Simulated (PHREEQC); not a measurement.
A solution holds 0.24 mol/kgw TMAH, 0.0023 mol/kgw K2SiO3 and 0.017 mol/kgw K3PO4, at 25 °C. Closed to the air; pH follows from the charge balance.

The numbers come from PHREEQC with the ion-association model, wateq4f.dat.

| Property | Result |
|---|---|
| pH | 13.21 |
| ionic strength | 0.347 mol/kgw |
| activity of water | 0.991 |
| total alkalinity | 279 meq/kg |

```json
[
 {"species": "OH-", "molality": "0.241", "activity": "0.160", "log γ": "-0.179"},
 {"species": "(CH3)4N+", "molality": "0.240", "activity": "0.163", "log γ": "-0.169"},
 {"species": "K+", "molality": "0.0556", "activity": "0.0372", "log γ": "-0.174"},
 {"species": "PO4-3", "molality": "0.0166", "activity": "0.000700", "log γ": "-1.375"},
 {"species": "H2SiO4-2", "molality": "0.00170", "activity": "0.000440", "log γ": "-0.588"},
 {"species": "H3SiO4-", "molality": "0.000595", "activity": "0.000403", "log γ": "-0.169"},
 {"species": "HPO4-2", "molality": "0.000394", "activity": "9.66e-5", "log γ": "-0.611"},
 {"species": "KHPO4-", "molality": "9.83e-6", "activity": "7.01e-6", "log γ": "-0.147"},
 {"species": "H4SiO4", "molality": "1.57e-7", "activity": "1.70e-7", "log γ": "0.035"}
]
```

This is a speciation only: nothing precipitates in the calculation. (CH3)4N+ isn't in the database: it is added as a free cation with an ion size of 4 Å. H3PO4, which wateq4f.dat lacks, is added to it with the constant of phreeqc.dat.
